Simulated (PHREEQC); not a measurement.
A solution holds 0.034 mol/kgw HF and 0.001 mol/kgw Na2HPO4, at 20 °C. Closed to the air; pH follows from the charge balance.

Model: ion-association model, phreeqc.dat, run in PHREEQC.

```yaml
pH: 2.38
ionic_strength: 0.00648 mol/kgw
total_alkalinity: -33.0 meq/kg
```

| species | molality | activity | log γ |
|---|---|---|---|
| HF | 0.0276 | 0.0277 | 0.001 |
| F- | 0.00529 | 0.00485 | -0.037 |
| H+ | 0.00448 | 0.00416 | -0.033 |
| Na+ | 0.00199 | 0.00184 | -0.036 |
| H2PO4- | 0.000654 | 0.000602 | -0.036 |
| HF2- | 0.000538 | 0.000494 | -0.037 |
| H3PO4 | 0.000346 | 0.000347 | 0.001 |
| NaF | 5.12e-6 | 5.13e-6 | 0.001 |

This is a speciation only: nothing precipitates in the calculation.
